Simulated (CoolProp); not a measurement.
Vapour-liquid equilibrium of CH2F2 (R32) (1) + R1234yf (2) at 295 K; x and y are mole fractions of (1).

Model: multi-fluid Helmholtz-energy mixture model, Tillner-Roth 1997 and Lemmon 2022; pair parameters Bell 2023, in CoolProp.

Give the bubble pressure and the first vapour's composition at x = 0.5, 0.65, 0.95. Is there an azeotrope?

x = 0.5: 12.05 bar, y = 0.679; x = 0.65: 13.30 bar, y = 0.775; x = 0.95: 15.27 bar, y = 0.963. No azeotrope shows between x = 0.05 and 0.95.

The pair parameters rest on a limited set of measurements; away from them the model extrapolates.
